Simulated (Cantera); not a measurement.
Feed: 1 mol Si2Cl6, 5.6 mol NH3, 3.6 mol N2, at 46.0 Pa.

These are equilibrium values from Cantera (NASA tables, ideal gas, pure condensed phases), not measurements of a reactor. Candidate condensed phases: NH4Cl, Si, Si3N4; 28 gas species. The feed counts by its element totals alone. Gases not in the tables: Si2H6 and higher silanes. The numbers say what is thermodynamically allowed, not how fast it happens.

Question: Which condensed phases are stable at each of these points (T (°C)): 452, 552, 652, 752, 852, 952, 1052, 1152, 1252, 1352, 1452, 1552, 1652?

Answer: 
```tsv
T (°C)	condensed phases	Si condensed (%)
452	Si3N4(s)	87.0
552	Si3N4(s)	91.3
652	Si3N4(s)	93.8
752	Si3N4(s)	95.4
852	Si3N4(s)	95.8
952	Si3N4(s)	92.7
1052	Si3N4(s)	76.9
1152	Si3N4(s)	45.3
1252	Si3N4(s)	12.8
1352	Si(s)	0.7
1452	gas only	0.0
1552	gas only	0.0
1652	gas only	0.0
```

From 452 °C to 1252 °C the condensed part is Si3N4(s). At 1352 °C the condensed part is Si(s). From 1452 °C to 1652 °C nothing is condensed.
